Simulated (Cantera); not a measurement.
Charge: 1 mol SiH₂Cl₂, 0.013 mol Cl₂, 4.9 mol N₂, at 1550 K and 130 Pa.

Method: chemical equilibrium by Gibbs-energy minimisation in Cantera with the NASA 1993 tables (ideal gas, pure condensed phases). Candidate condensed phases: NH₄Cl, Si, Si₃N₄; 28 gas species. The tables' values for SiCl₃, SiCl are old estimates; treat these amounts as uncertain. Kinetics and transport are ignored.

Base state: N₂ 0.700, HCl 0.104, H₂ 0.0978, SiCl₂ 0.0963, SiCl₃ 0.00210, H 0.000273, Cl 0.000231, SiCl₄ 0.000128 (mole fractions); condensed: Si₃N₄(s).

Question: What changes in the equilibrium state with this change: SiH₂Cl₂ replaced by Si₃H₈?

Answer: 
```csv
species,before,after
H₂,0.0978,0.576
N₂,0.700,0.419
HCl,0.104,0.00370
SiCl₂,0.0963,2.93e-5
SiCl₃,0.00210,9.38e-9
SiCl₄,0.000128,<1e-9
"Si₃N₄(s), mol",0.114,1.000
```
The feed counts by its element totals alone.
